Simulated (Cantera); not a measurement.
Charge: 1 mol Ti(NMe2)4, 9.5 mol O2, equilibrated at 1373.15 K and 15.0 mbar.

Cantera equilibrium calculation (NASA polynomials, part measured and part estimated; ideal gas, pure solids and liquids). Candidate condensed phases: C, C6H6, C7H8, C8H18, H2O, Ti, TiC, TiN, TiO, TiO2, Ti2O3, Ti3O5, Ti4O7; 139 gas species. The feed counts by its element totals alone. Rates play no part.

Base state: H2O 0.284, H2 0.262, CO 0.238, CO2 0.125, N2 0.0909, H 1.39e-5 (mole fractions); condensed: TiO2(rutile).

What changes in the equilibrium state with this change: O2 from 9.5 to 15 mol?


```tsv
species	before	after
H2O	0.284	0.545
CO2	0.125	0.363
N2	0.0909	0.0909
H2	0.262	0.000116
CO	0.238	0.000160
O2	<1e-9	0.000129
OH	2.70e-7	2.46e-5
H	1.39e-5	2.94e-7
TiO2(rutile), mol	1.00	1.00
```
